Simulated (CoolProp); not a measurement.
Vapour-liquid equilibrium of n-heptane (1) + ethylbenzene (2) at 4.02 bar; x and y are mole fractions of (1).

Values from CoolProp's multi-fluid Helmholtz-energy mixture model, Span 2003 and Zhou 2012; pair parameters Bell 2016.

| x | bubble temperature (°C) | y at the bubble point | dew temperature at overall composition x (°C) | liquid density (mol/L) |
|---|---|---|---|---|
| 0.05 | 192.2 | 0.115 | 194.5 | 6.518 |
| 0.125 | 186.7 | 0.258 | 191.8 | 6.451 |
| 0.2 | 182.0 | 0.373 | 189.0 | 6.378 |
| 0.275 | 177.9 | 0.469 | 186.0 | 6.303 |
| 0.35 | 174.3 | 0.551 | 183.0 | 6.225 |
| 0.425 | 171.1 | 0.621 | 179.8 | 6.146 |
| 0.5 | 168.2 | 0.684 | 176.6 | 6.067 |
| 0.575 | 165.5 | 0.740 | 173.2 | 5.988 |
| 0.65 | 163.1 | 0.792 | 169.8 | 5.909 |
| 0.725 | 160.8 | 0.840 | 166.2 | 5.832 |
| 0.8 | 158.6 | 0.886 | 162.7 | 5.756 |
| 0.875 | 156.6 | 0.929 | 159.1 | 5.681 |
| 0.95 | 154.7 | 0.972 | 155.7 | 5.608 |

No azeotrope shows between x = 0.05 and 0.95.

Pair parameters are fitted to limited data, so mixtures are less certain than the pure fluids.
